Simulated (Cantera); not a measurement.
What does this Cantera script print?

```python
import numpy as np
import cantera as ct

gas_names = [...]  # 45 gases of nasa_gas.yaml made of Al, Cl, H, N, O
cond_names = """
    AL(cr) AL(L) ALCL3(s) ALCL3(L) ALN(s) AL2O3(a) AL2O3(L) H2O(s) H2O(L) NH4CL(a) NH4CL(b)
""".split()


# ... load() reads the species with a 1 bar reference pressure and builds the phases ...
atoms = {
    'Al': {'AL': 1},
    'HCl': {'H': 1, 'CL': 1},
    'N2': {'N': 2},
    'N2O': {'N': 2, 'O': 1},
}
top_T = {'ALN(s)': 2750}  # K; cautious upper limits of use, not melting points


# ... equilibrate(T, P, feed) seeds the gas with the atoms and calls Mixture.equilibrate('TP', solver="vcs", rtol=1e-11, max_steps=5000) ...
results = []
feed = {'Al': 1, 'HCl': 0.83, 'N2': 47, 'N2O': 40}  # mol
P = 740  # Pa
for T in [675, 825, 975, 1125, 1275, 1425, 1575, 1725, 1875, 2025, 2175]:
    mix = equilibrate(T, P, feed)
    results.append((T, P, feed, dict(zip(mix.species_names, mix.species_moles))))
    x = sorted(zip(gas.X, gas.species_names), reverse=True)
    print(f"T = {T:g} K  P = {P:g} Pa  gas = {mix.phase_moles(0):.4g} mol")
    print("   x: " + "  ".join(f"{s} {v:.3e}" for v, s in x if v > 0.001))
    print("   condensed (mol): " + ("  ".join(f"{mix.phase(i).name} {mix.phase_moles(i):.4g}"
          for i in range(1, mix.n_phases) if mix.phase_moles(i) > 1e-12) or "none"))
```

Result:

```
T = 675 K  P = 740 Pa  gas = 107 mol
   x: N2 8.133e-01  O2 1.789e-01  HCL 3.503e-03  H2O 2.128e-03  CL2 2.128e-03
   condensed (mol): AL2O3(a) 0.5
T = 825 K  P = 740 Pa  gas = 107 mol
   x: N2 8.130e-01  O2 1.793e-01  HCL 5.271e-03  H2O 1.242e-03  CL2 1.239e-03
   condensed (mol): AL2O3(a) 0.5
T = 975 K  P = 740 Pa  gas = 107 mol
   x: N2 8.127e-01  O2 1.794e-01  HCL 6.202e-03
   condensed (mol): AL2O3(a) 0.5
T = 1125 K  P = 740 Pa  gas = 107.1 mol
   x: N2 8.125e-01  O2 1.794e-01  HCL 6.515e-03
   condensed (mol): AL2O3(a) 0.5
T = 1275 K  P = 740 Pa  gas = 107.1 mol
   x: N2 8.121e-01  O2 1.792e-01  HCL 6.183e-03  CL 1.306e-03
   condensed (mol): AL2O3(a) 0.5
T = 1425 K  P = 740 Pa  gas = 107.1 mol
   x: N2 8.116e-01  O2 1.787e-01  HCL 5.329e-03  CL 2.346e-03  H2O 1.202e-03
   condensed (mol): AL2O3(a) 0.5
T = 1575 K  P = 740 Pa  gas = 107.2 mol
   x: N2 8.109e-01  O2 1.779e-01  HCL 4.289e-03  CL 3.433e-03  H2O 1.696e-03  NO 1.620e-03
   condensed (mol): AL2O3(a) 0.5
T = 1725 K  P = 740 Pa  gas = 107.2 mol
   x: N2 8.099e-01  O2 1.767e-01  CL 4.447e-03  HCL 3.285e-03  NO 2.963e-03  H2O 2.123e-03
   condensed (mol): AL2O3(a) 0.5
T = 1875 K  P = 740 Pa  gas = 107.3 mol
   x: N2 8.083e-01  O2 1.749e-01  CL 5.306e-03  NO 4.906e-03  HCL 2.424e-03  H2O 2.372e-03  O 1.169e-03
   condensed (mol): AL2O3(a) 0.5
T = 2025 K  P = 740 Pa  gas = 107.5 mol
   x: N2 8.056e-01  O2 1.716e-01  NO 7.493e-03  CL 5.991e-03  O 3.895e-03  H2O 2.348e-03  HCL 1.726e-03  OH 1.147e-03
   condensed (mol): AL2O3(a) 0.4999
T = 2175 K  P = 740 Pa  gas = 107.9 mol
   x: N2 8.007e-01  O2 1.656e-01  O 1.089e-02  NO 1.067e-02  CL 6.514e-03  OH 2.032e-03  H2O 1.979e-03  HCL 1.167e-03
   condensed (mol): AL2O3(a) 0.4996
```

These are equilibrium values from Cantera (NASA tables, ideal gas, pure condensed phases), not measurements of a reactor. Condensed phases not in the tables: AlOCl.
